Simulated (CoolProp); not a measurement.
The fluid at 293.15 K and 0.216 MPa is compressed adiabatically to 1.62 MPa with isentropic efficiency 0.85. The same conditions are run with several fluids, on thermodynamics alone (safety and materials aside).

Computed with CoolProp (reference Helmholtz-energy equation of state of each fluid (CF4 (R14): Platzer 1990; methane: Setzmann 1991; normal hydrogen: Leachman 2009; R13: Platzer 1990; nitrogen: Span 2000)). The equations of Platzer and Polt are older, rougher fits.

```tsv
fluid	work (kJ/kg)	final temperature (K)	final phase	final density (kg/m³)
CF4 (R14)	74.3	395.2	gas	44.1
methane	(withheld)	(withheld)	gas	6.57
normal hydrogen	3890	(withheld)	(withheld)	0.696
R13	60.4	388.8	gas	(withheld)
nitrogen	279	559.3	gas	9.69
```

Problem. Some entries are withheld; supply them.

Solution. 
- methane, work (kJ/kg): 452
- methane, final temperature (K): 476.5
- normal hydrogen, final temperature (K): 561.2
- normal hydrogen, final phase: supercritical
- R13, final density (kg/m³): 55.7
